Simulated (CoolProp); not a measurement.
cis-2-butene along the isobar 1.45 MPa: fugacity coefficient from the reference equation and from simpler models built on Tc = 435.8 K, pc = 4.236 MPa, ω = 0.202; each cubic takes its own stable root.

The numbers come from the reference Helmholtz-energy equation of state, Lemmon 2005 in CoolProp. It is a short technical equation, of lower accuracy than the large ones.

| T (K) | phase | reference |
|---|---|---|
| 302.5 | liquid | 0.1646 |
| 327.6 | liquid | 0.3201 |
| 352.7 | liquid | 0.5491 |
| 377.8 | gas | 0.8109 |
| 402.9 | gas | 0.8481 |
| 428 | gas | 0.8757 |
| 453.1 | gas | 0.8970 |
| 478.2 | gas | 0.9138 |
| 503.3 | gas | 0.9273 |

How far does each simpler model (van der Waals, Redlich-Kwong, Soave-Redlich-Kwong) lie from the reference over these 9 states: mean and median of the absolute difference, and the worst?


- van der Waals: mean 43.6 %, median 3.5 %, worst +206.6 % at 302.5 K and 1.45 MPa
- Redlich-Kwong: mean 10.4 %, median 1.0 %, worst +39.7 % at 302.5 K and 1.45 MPa
- Soave-Redlich-Kwong: mean 1.0 %, median 0.6 %, worst +2.5 % at 352.7 K and 1.45 MPa

At some of these states van der Waals gives the other phase, because its saturation line lies elsewhere.
